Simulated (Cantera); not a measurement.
Charge: 1 mol SiC, 0.38 mol N2O, 8.4 mol H2, at 1.20e-5 bar.

These are equilibrium values from Cantera (NASA tables, ideal gas, pure condensed phases), not measurements of a reactor. Candidate condensed phases: C, C6H6, C7H8, C8H18, H2O, Si, SiC, SiO2, Si2N2O, Si3N4; 151 gas species. The tables' values for SiN are old estimates; treat these amounts as uncertain. Kinetics and transport are ignored.

x: gas mole fraction; n: condensed amount in mol.

```tsv
T (°C)	x H2	x H	x Si	x N2	x CO	x SiO	x SiC2	n SiC(s)	n C(graphite)
1525	0.802	0.0910	0.0295	0.0382	0.0340	0.00434	1.84e-5	0.657	0
1550	0.780	0.110	0.0330	0.0376	0.0354	0.00236	4.89e-5	0.635	0
1575	0.756	0.133	0.0351	0.0369	0.0361	0.00116	0.000133	0.617	0
1600	0.730	0.159	0.0364	0.0361	0.0361	0.000546	0.000359	0.600	0
1625	0.699	(withheld)	0.0377	0.0351	0.0357	0.000259	(withheld)	0.573	(withheld)
1650	0.650	0.219	0.0576	0.0336	0.0342	0.000264	0.00164	0.316	0.233
1675	0.597	0.252	0.0799	0.0319	0.0325	0.000246	0.00258	0	0.517
1700	0.560	(withheld)	0.0787	0.0311	0.0318	(withheld)	(withheld)	0	0.509
1725	0.521	0.334	0.0770	0.0302	0.0311	0.000115	0.00316	0	0.500
```

### Question
Some entries are withheld; supply them.

### Answer

- 1700, x H: 0.292
- 1700, x SiO: 0.000168
- 1700, x SiC2: 0.00287
- 1625, x H: 0.189
- 1625, x SiC2: 0.000944
- 1625, n C(graphite): 0.000124
